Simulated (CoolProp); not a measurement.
R227EA at 298.15 K and 0.297 MPa is compressed adiabatically to 1.01 MPa with isentropic efficiency 0.7. Each further row changes one setting.

Model: reference Helmholtz-energy equation of state, Lemmon 2016, in CoolProp.

```csv
case,work (kJ/kg),final temperature (K),final density (kg/m³)
as stated,…,335.6,78.1
efficiency 1,15.9,…,82.1
efficiency 0.65,24.5,337.3,…
```

Q: Fill in the missing entries.

A: 
- as stated, work (kJ/kg): 22.8
- efficiency 1, final temperature (K): 329.0
- efficiency 0.65, final density (kg/m³): 77.2
